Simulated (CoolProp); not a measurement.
Model: reference Helmholtz-energy equation of state, Lemmon 2004, in CoolProp. It is a short technical equation, of lower accuracy than the large ones.

Give the vapour pressure (bar), liquid density (kg/m³), vapour Z, vapour viscosity (µPa s) of saturated n-dodecane at 520.8 K.


```tsv
T (K)	p (bar)	liquid density (kg/m³)	vapour Z	vapour viscosity (µPa s)
520.8	2.02	563	0.882	7.90
```

Viscosity comes from a separate model (Huber 2004).
